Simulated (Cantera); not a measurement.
An isothermal, constant-pressure homogeneous reactor starts with CH4 : N2 = 1 : 8.4 (molar parts), at 1650 K and 0.000819 atm. Integrator tolerance rtol = 1e-08.

Computed with Cantera and GRI-Mech 3.0 (53 species, 325 reactions). GRI-Mech 3.0 stops at C3 and has no aromatics, soot or wall deposition, so with more carbon than oxygen in the feed, carbon stays in small species such as C2H2 where larger ones or solid carbon would form. Radical loss at walls, strong at low pressure, is not modelled.

### Question
What does this change do: CH4 1 to 8.9 parts?

### Answer
| quantity | before | after |
|---|---|---|
| x(CH4) at 20.0 s | 0.00949 (gas-phase equilibrium 1.13e-6) | 0.0129 (gas-phase equilibrium 2.03e-5) |
| x(H2) at 20.0 s | 0.131 (gas-phase equilibrium 0.144) | 0.496 (gas-phase equilibrium 0.508) |
| x(C2H2) at 20.0 s | 0.0436 (gas-phase equilibrium 0.0165) | 0.165 (gas-phase equilibrium 0.120) |
| x(C2H4) at 20.0 s | 6.93e-5 (gas-phase equilibrium 1.42e-7) | 4.92e-5 (gas-phase equilibrium 3.64e-6) |
| x(C2H) at 20.0 s | 3.24e-7 (gas-phase equilibrium 6.04e-7) | 1.21e-6 (gas-phase equilibrium 2.32e-6) |
| x(H) at 20.0 s | 0.000223 (gas-phase equilibrium 0.00120) | 0.000831 (gas-phase equilibrium 0.00226) |

### Question
What does this change do: CH4 1 to 1.4 parts?

### Answer
```csv
quantity,before,after
x(CH4) at 20.0 s,0.00949 (gas-phase equilibrium 1.13e-6),0.0105 (gas-phase equilibrium 2.07e-6)
x(H2) at 20.0 s,0.131 (gas-phase equilibrium 0.144),0.173 (gas-phase equilibrium 0.187)
x(C2H2) at 20.0 s,0.0436 (gas-phase equilibrium 0.0165),0.0577 (gas-phase equilibrium 0.0252)
x(C2H4) at 20.0 s,6.93e-5 (gas-phase equilibrium 1.42e-7),6.58e-5 (gas-phase equilibrium 2.81e-7)
x(C2H) at 20.0 s,3.24e-7 (gas-phase equilibrium 6.04e-7),4.18e-7 (gas-phase equilibrium 8.07e-7)
x(H) at 20.0 s,0.000223 (gas-phase equilibrium 0.00120),0.000287 (gas-phase equilibrium 0.00137)
```
